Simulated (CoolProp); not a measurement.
R410A at 235.3 K and 0.036 MPa flows at 4.7 m/s in a round tube of 12.7 mm bore and 15 µm roughness, fully developed (64/Re and Nu = 3.66 if laminar; Colebrook and Gnielinski if turbulent). Each further row changes one setting.

Values from CoolProp's reference Helmholtz-energy equation of state, Lemmon 2003. It is a pseudo-pure fit of the blend.

```
case              Reynolds number  Darcy friction factor  pressure drop (Pa/m)  heat-transfer coefficient (W/(m² K))  mass flow (kg/h)
----------------  ---------------  ---------------------  --------------------  ------------------------------------  ----------------
as stated                    8150                 0.0342                  40.2                                  19.2              2.90
velocity 9.4 m/s            16300                 0.0294                   138                                  35.1              5.79
diameter 25.4 mm            16300                 0.0284                  16.7                                  16.9              11.6
```

Viscosity comes from a separate model (Geller 2000). Thermal conductivity comes from a separate model (Geller 2001).
